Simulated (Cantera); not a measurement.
Mixture: 5.82 % CH4, 8.74 % CO, 22.5 % O2, 62.9 % N2, at 62000 Pa, adiabatic and at constant volume. Ignition delay is the time to a rise of 400 K.

Detailed kinetics in Cantera: GRI-Mech 3.0 (53 species, 325 reactions).

Question: At T0 = 1525 K, what is the delay, and which 6 reactions control it most (d ln τ / d ln k, from doubling and halving each rate constant)?

Answer: The delay is 0.838 ms.
| reaction | d ln τ / d ln k | faster rate |
|---|---|---|
| CH3 + O2 <=> CH3O + O | -0.47 | shortens it |
| H + O2 <=> O + OH | -0.38 | shortens it |
| CH4 + H <=> CH3 + H2 | 0.30 | lengthens it |
| 2 CH3 (+M) <=> C2H6 (+M) | 0.25 | lengthens it |
| CH4 + OH <=> CH3 + H2O | 0.22 | lengthens it |
| CH3 + HO2 <=> CH3O + OH | -0.15 | shortens it |
